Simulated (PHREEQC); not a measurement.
Ultrapure water in contact with air or piping: an equilibrium model

Synthetic water in mg/L, 25 °C, pH 6.46, pe 12.6:

```tsv
constituent	mg/L
Na	0.0229
K	0.000196
Ca	0.0808
Mg	0.0177
Cl	0.0751
S(6) as SO4	0.0868
Alkalinity as HCO3	0.167
Zn	0.00285
B	0.00024
Cu(2)	0.000189
Cd	0.0107
F	0.000619
```

Valence states are taken as typed.

The numbers come from PHREEQC with the ion-association model, phreeqc.dat.

No solid was allowed to form.

Question: What charge-balance error does the model give?

Answer: charge-balance error 0.6 %.

Question: In which forms is Cu present?

Answer: Cu+2 83 %, Cu(OH)2 14 %, CuOH+ 2.4 % of the Cu.

Real BF4- forms and hydrolyses slowly; the run takes it at equilibrium. The database's constant for dissolved Cu(OH)2 is higher than later reviews accept.
